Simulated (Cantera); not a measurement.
# Equilibrium for chlorosilane synthesis and conversion: Si + Cl₂ + H₂

Input: 1 mol Si, 1.7 mol Cl₂, 7.4 mol H₂, equilibrated at 16.0 bar.

Equilibrium computed with Cantera from the NASA thermochemical tables; the gas is ideal and each condensed phase is pure. Candidate condensed phases: Si; 19 gas species. The tables' values for SiCl₃ are old estimates; treat these amounts as uncertain. Gases not in the tables: Si₂H₆ and higher silanes. Equilibrium is a limit: real reactors are often held back by kinetics, nucleation or transport.

| T (°C) | x H₂ | x HCl | x SiHCl₃ | x SiCl₄ | x SiCl₂ | x SiCl₃ | n Si(s) | n Si(l) |
|---|---|---|---|---|---|---|---|---|
| 227 | 0.877 | 1.08e-6 | 0.0680 | 0.0525 | <1e-12 | 7.80e-10 | 0 | 0 |
| 427 | 0.876 | 0.000152 | 0.0640 | 0.0544 | 8.42e-9 | 1.18e-6 | 0 | 0 |
| 627 | 0.874 | 0.00217 | 0.0621 | 0.0543 | 4.19e-6 | 6.91e-5 | 0 | 0 |
| 827 | 0.867 | 0.0102 | 0.0624 | 0.0499 | 0.000245 | 0.000937 | 0.000999 | 0 |
| 1027 | 0.851 | 0.0320 | 0.0545 | 0.0449 | 0.00320 | 0.00492 | 0.0397 | 0 |
| 1227 | 0.821 | 0.0678 | 0.0397 | 0.0317 | 0.0180 | 0.0134 | 0.0692 | 0 |
| 1427 | 0.785 | 0.105 | 0.0207 | 0.0143 | 0.0501 | 0.0191 | 0 | 0.0483 |
x: gas mole fraction; n: condensed amount in mol.

From 227 °C to 627 °C nothing is condensed. From 827 °C to 1227 °C the condensed part is Si(s). At 1427 °C the condensed part is Si(l). The main Si-bearing gas is SiHCl₃ at 227 °C and SiCl₂ at 1427 °C.
